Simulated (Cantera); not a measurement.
A perfectly stirred reactor is fed with 0.570 % C2H6, 99.4 % N2, at 3400 Pa; it is held at 1473 K, and followed from long to short residence time.

Detailed kinetics in Cantera: GRI-Mech 3.0 (53 species, 325 reactions). GRI-Mech 3.0 stops at C3 and has no aromatics, soot or wall deposition, so with more carbon than oxygen in the feed, carbon stays in small species such as C2H2 where larger ones or solid carbon would form. Radical loss at walls, strong at low pressure, is not modelled.

x: mole fraction; the columns are a selection and need not sum to one.

```csv
τ (s),x C2H6,x C2H4,x CH2,x C2H2,x HCN,x CH3,x H
1.5,2.06e-5,0.000103,2.72e-7,0.00515,?,7.56e-5,5.75e-5
0.56,4.83e-5,0.000225,4.53e-7,0.00491,?,0.000116,6.69e-5
0.21,0.000114,0.000478,7.22e-7,0.00448,?,0.000178,7.59e-5
0.081,0.000264,0.000940,1.08e-6,0.00377,?,0.000269,8.33e-5
0.031,0.000615,0.00163,1.52e-6,0.00268,?,0.000407,8.73e-5
0.012,0.00137,0.00220,1.90e-6,0.00139,?,0.000590,8.40e-5
0.0046,0.00274,0.00194,1.91e-6,0.000411,?,0.000741,7.02e-5
0.0017,0.00438,0.000861,1.29e-6,4.61e-5,?,0.000661,4.48e-5
0.00067,0.00531,0.000178,4.52e-7,1.69e-6,?,0.000389,1.81e-5
0.00025,0.00560,1.32e-5,5.28e-8,1.16e-8,2.53e-10,0.000168,3.03e-6
```

Complete the blanks.


- 1.5, x HCN: 1.08e-5
- 0.56, x HCN: 7.92e-6
- 0.21, x HCN: 5.52e-6
- 0.081, x HCN: 3.75e-6
- 0.031, x HCN: 2.45e-6
- 0.012, x HCN: 1.50e-6
- 0.0046, x HCN: 7.79e-7
- 0.0017, x HCN: 2.65e-7
- 0.00067, x HCN: 3.34e-8
